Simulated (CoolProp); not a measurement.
The numbers come from the reference Helmholtz-energy equation of state, Jacobsen 1992 in CoolProp.

Q: For R11, give the phase and the cp (kJ/(kg K)), Joule-Thomson coefficient (K/MPa) at 491.4 K and 0.101 MPa.

A: 
- 491.4 K and 0.101 MPa: gas; cp 0.683, Joule-Thomson coefficient 9.82
